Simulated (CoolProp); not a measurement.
Values from CoolProp's reference Helmholtz-energy equation of state, Thol 2016.

### Question
Give the vapour pressure (MPa), surface tension (mN/m), liquid viscosity (µPa s) of saturated R1234ze(E) at -45.55 °C.

### Answer
```csv
T (°C),p (MPa),surface tension (mN/m),liquid viscosity (µPa s)
-45.55,0.0271,21.6,486
```

Viscosity comes from a separate model (Bell 2016), an estimate that may be off by 10 % or more. Surface tension comes from a separate correlation (Mulero 2014).
